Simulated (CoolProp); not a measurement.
Vapour-liquid equilibrium of fluoroethane (R161) (1) + R227EA (2) at 244.8 K; x and y are mole fractions of (1).

Model: multi-fluid Helmholtz-energy mixture model, Wu 2012 and Lemmon 2016; pair parameters Bell 2016, in CoolProp.

```json
[
 {"x": "0.05", "bubble pressure, mixture model (bar)": "…", "bubble pressure, Raoult's law (bar)": "0.6316", "y, mixture model": "0.062", "y, Raoult's law": "0.120"},
 {"x": "0.15", "bubble pressure, mixture model (bar)": "…", "bubble pressure, Raoult's law (bar)": "0.7250", "y, mixture model": "0.218", "y, Raoult's law": "0.314"},
 {"x": "0.25", "bubble pressure, mixture model (bar)": "…", "bubble pressure, Raoult's law (bar)": "0.8184", "y, mixture model": "0.390", "y, Raoult's law": "0.464"},
 {"x": "0.35", "bubble pressure, mixture model (bar)": "0.7613", "bubble pressure, Raoult's law (bar)": "0.9118", "y, mixture model": "0.551", "y, Raoult's law": "0.583"},
 {"x": "0.45", "bubble pressure, mixture model (bar)": "…", "bubble pressure, Raoult's law (bar)": "1.005", "y, mixture model": "0.682", "y, Raoult's law": "0.680"},
 {"x": "0.55", "bubble pressure, mixture model (bar)": "0.9801", "bubble pressure, Raoult's law (bar)": "1.099", "y, mixture model": "0.782", "y, Raoult's law": "0.760"},
 {"x": "0.65", "bubble pressure, mixture model (bar)": "…", "bubble pressure, Raoult's law (bar)": "1.192", "y, mixture model": "0.856", "y, Raoult's law": "0.828"},
 {"x": "0.75", "bubble pressure, mixture model (bar)": "1.223", "bubble pressure, Raoult's law (bar)": "1.285", "y, mixture model": "…", "y, Raoult's law": "0.886"},
 {"x": "0.85", "bubble pressure, mixture model (bar)": "1.343", "bubble pressure, Raoult's law (bar)": "1.379", "y, mixture model": "0.953", "y, Raoult's law": "0.936"},
 {"x": "0.95", "bubble pressure, mixture model (bar)": "…", "bubble pressure, Raoult's law (bar)": "1.472", "y, mixture model": "0.986", "y, Raoult's law": "0.980"}
]
```

Complete the blanks.


- 0.05, bubble pressure, mixture model (bar): 0.5906
- 0.15, bubble pressure, mixture model (bar): 0.6206
- 0.25, bubble pressure, mixture model (bar): 0.6781
- 0.45, bubble pressure, mixture model (bar): 0.8644
- 0.65, bubble pressure, mixture model (bar): 1.101
- 0.75, y, mixture model: 0.911
- 0.95, bubble pressure, mixture model (bar): 1.461

The largest gap from Raoult's law is -17.1 % in bubble pressure, at x = 0.25. No azeotrope shows between x = 0.05 and 0.95.

Pair parameters are fitted to limited data, so mixtures are less certain than the pure fluids.
